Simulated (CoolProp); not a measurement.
Vapour-liquid equilibrium of CH2F2 (R32) (1) + dimethyl ether (2) at 0.0271 MPa; x and y are mole fractions of (1).

Values from CoolProp's multi-fluid Helmholtz-energy mixture model, Tillner-Roth 1997 and Wu 2011; pair parameters Bell 2016.

```
x     bubble temperature (K)  y at the bubble point  dew temperature at overall composition x (K)  liquid density (mol/L)
----  ----------------------  ---------------------  --------------------------------------------  ----------------------
0.05                   219.7                  0.156                                         221.2                   17.03
0.15                   215.8                  0.402                                         219.8                   17.66
0.25                   212.3                  0.576                                         218.3                   18.31
0.35                   209.4                  0.697                                         216.7                   18.99
0.45                   206.9                  0.782                                         214.9                   19.70
0.55                   204.8                  0.844                                         212.9                   20.45
0.65                   203.1                  0.890                                         210.6                   21.24
0.75                   201.7                  0.927                                         207.9                   22.08
0.85                   200.4                  0.957                                         204.6                   22.98
0.95                   199.2                  0.986                                         200.7                   23.97
```

No azeotrope shows between x = 0.05 and 0.95.

Pair parameters are fitted to limited data, so mixtures are less certain than the pure fluids. The gap from Raoult's law changes sign with composition, which may be real or a fault of the pair parameters; it wasn't checked against measurements.
